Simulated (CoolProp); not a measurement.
A simple Rankine cycle with R134a: condensing at 302.15 K, boiler at 3.3 MPa, turbine inlet 366 K, turbine efficiency 0.75, pump efficiency 0.8, no recuperator. Each further row changes one setting.

The numbers come from the reference Helmholtz-energy equation of state, Tillner-Roth 1994 in CoolProp.

```tsv
case	thermal efficiency (%)	net work (kJ/kg)	heat in (kJ/kg)	turbine exit temperature (K)	volume ratio over the turbine
as stated	9.3	…	188	302.1	5.62
turbine inlet 386 K	10.0	…	224	329.0	4.92
condensing temperature 294.15 K	10.5	20.9	199	294.1	…
boiler pressure 2.31 MPa	8.1	17.3	215	325.0	3.29
turbine efficiency 0.65	7.9	14.8	188	302.1	5.71
```

**Question.** What belongs in the gaps?

**Answer.** 
- as stated, net work (kJ/kg): 17.5
- turbine inlet 386 K, net work (kJ/kg): 22.3
- condensing temperature 294.15 K, volume ratio over the turbine: 7.18

The expansion ends wet for: as stated; condensing temperature 294.15 K; turbine efficiency 0.65.
